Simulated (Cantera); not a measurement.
What does this Cantera script print?

```python
import numpy as np
import cantera as ct

gas_names = """
    B BF BF2 BF3 BN B2 F F2 N NF NF2 NF3 N2
""".split()
cond_names = """
    B(b) B(L) BN(s)
""".split()


# ... load() reads the species with a 1 bar reference pressure and builds the phases ...
atoms = {
    'BN': {'B': 1, 'N': 1},
    'F2': {'F': 2},
}
top_T = {'BN(s)': 3200}  # K; cautious upper limits of use, not melting points


# ... equilibrate(T, P, feed) seeds the gas with the atoms and calls Mixture.equilibrate('TP', solver="vcs", rtol=1e-11, max_steps=5000) ...
results = []
T = 1900  # K
P = 580  # Pa
for m in [1.5, 1.7, 2, 2.3, 2.7, 3.1, 3.7, 4.3, 5, 5.8, 6.8, 7.9]:
    feed = {'BN': 1, 'F2': m}  # mol
    mix = equilibrate(T, P, feed)
    results.append((T, P, feed, dict(zip(mix.species_names, mix.species_moles))))

top = {s: max(r[3][s] / sum(r[3][g] for g in gas_names) for r in results) for s in gas_names}
cols = sorted((s for s in top if top[s] > 0.001), key=lambda s: -top[s])[:8]
seen = [c for c in cond_names if any(r[3].get(c, 0) > 1e-12 for r in results)]
print("log10 of partial pressures in bar; condensed amounts in mol")
print(f"{'n(F2)':>10s}" + "".join(f"{s[:9]:>10s}" for s in cols + seen))
for T, P, feed, n in results:
    ng = sum(n[g] for g in gas_names)
    print(f"{feed['F2']:10.4g}" + "".join(f"{np.log10(max(n[s] / ng * P / 1e5, 1e-99)):10.3f}" for s in cols)
          + "".join(f"{n.get(c, 0):10.4g}" for c in seen))
```

Output:

```
log10 of partial pressures in bar; condensed amounts in mol
     n(F2)         F       BF3        N2
       1.5    -5.703    -2.413    -2.714
       1.7    -2.913    -2.515    -2.816
         2    -2.635    -2.635    -2.936
       2.3    -2.524    -2.728    -3.029
       2.7    -2.447    -2.828    -3.129
       3.1    -2.404    -2.909    -3.210
       3.7    -2.364    -3.007    -3.308
       4.3    -2.340    -3.088    -3.389
         5    -2.321    -3.166    -3.467
       5.8    -2.306    -3.241    -3.542
       6.8    -2.294    -3.319    -3.620
       7.9    -2.285    -3.392    -3.693
```

Method: chemical equilibrium by Gibbs-energy minimisation in Cantera with the NASA 1993 tables (ideal gas, pure condensed phases). The tables' values for BF2 are old estimates; treat these amounts as uncertain.
